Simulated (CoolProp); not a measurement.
Values from CoolProp's reference Helmholtz-energy equation of state, Lemmon 2006. It is a short technical equation, of lower accuracy than the large ones.

Question: For nitrous oxide, give the phase and the density (kg/m³), cv (kJ/(kg K)), Joule-Thomson coefficient (K/MPa), expansivity (1/kK) at -11.55 °C and 40.5 MPa; -4.35 °C and 40.5 MPa; 24.15 °C and 40.5 MPa.

Answer: 
- -11.55 °C and 40.5 MPa: liquid; density 1080, cv 0.923, Joule-Thomson coefficient -0.200, expansivity 2.44
- -4.35 °C and 40.5 MPa: liquid; density 1070, cv 0.920, Joule-Thomson coefficient -0.182, expansivity 2.51
- 24.15 °C and 40.5 MPa: liquid; density 987, cv 0.914, Joule-Thomson coefficient -0.0917, expansivity 2.85
